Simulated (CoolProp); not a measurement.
The fluid at 359.34 K and 5.34 MPa is throttled through a valve to 2.89 MPa with no heat exchange. The same conditions are run with several fluids, on thermodynamics alone (safety and materials aside).

Values from CoolProp's reference Helmholtz-energy equation of state of each fluid (hydrogen chloride: Thol 2018; nitrous oxide: Lemmon 2006; CH3F (R41): Lemmon 2006; CH2F2 (R32): Tillner-Roth 1997; carbon dioxide: Span 1996).

### Question
Rank hydrogen chloride, nitrous oxide, CH3F (R41), CH2F2 (R32), carbon dioxide by temperature change (K), highest first.

### Answer
carbon dioxide (-17.5), nitrous oxide (-18.5), hydrogen chloride (-25.0), CH3F (R41) (-26.2), CH2F2 (R32) (-35.7)

```
fluid              final density (kg/m³)
-----------------  ---------------------
hydrogen chloride                   43.4
nitrous oxide                       50.3
CH3F (R41)                          43.2
CH2F2 (R32)                         83.8
carbon dioxide                      49.5
```
